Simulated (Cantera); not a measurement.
Mixture: 5.17 % C₃H₈, 19.9 % O₂, 74.9 % N₂, at 7.20 bar, adiabatic and at constant pressure. Ignition delay is the time to a rise of 400 K.

Computed with Cantera and GRI-Mech 3.0 (53 species, 325 reactions). GRI-Mech 3.0 was tuned for natural gas; its chemistry of propane as a main component is partial and can be far from experiment.

Problem. Predict: delay at 1125 K; delay at 1175 K; delay at 1225 K; delay at 1275 K; delay at 1325 K; delay at 1375 K; delay at 1425 K; apparent activation energy between 1325 and 1425 K.

Solution. 
```json
{
 "delay at 1125 K": "9.13 ms",
 "delay at 1175 K": "3.49 ms",
 "delay at 1225 K": "1.37 ms",
 "delay at 1275 K": "0.566 ms",
 "delay at 1325 K": "0.248 ms",
 "delay at 1375 K": "0.117 ms",
 "delay at 1425 K": "59.5 µs",
 "apparent activation energy between 1325 and 1425 K": "220 kJ/mol"
}
```
